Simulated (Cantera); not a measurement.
A closed system holds: 1 mol toluene, 1.8 mol CO2, 9.1 mol N2, held at 73.0 Pa.

These are equilibrium values from Cantera (NASA tables, ideal gas, pure condensed phases), not measurements of a reactor. Candidate condensed phases: C, C6H6, C7H8, C8H18, H2O; 136 gas species. Equilibrium is a limit: real reactors are often held back by kinetics, nucleation or transport.

Problem. What share of the C ends up in condensed phases as a function of T (K), at 673, 823, 973, 1123, 1273, 1423, 1573, 1723, 1873, 2023, 2173, 2323, 2473, 2623?

Solution. 
```tsv
T (K)	C condensed (%)	as
673	73.5	C(graphite)
823	59.5	C(graphite)
973	59.1	C(graphite)
1123	59.1	C(graphite)
1273	59.1	C(graphite)
1423	59.0	C(graphite)
1573	59.0	C(graphite)
1723	58.8	C(graphite)
1873	58.5	C(graphite)
2023	57.9	C(graphite)
2173	57.1	C(graphite)
2323	56.1	C(graphite)
2473	54.7	C(graphite)
2623	50.4	C(graphite)
```
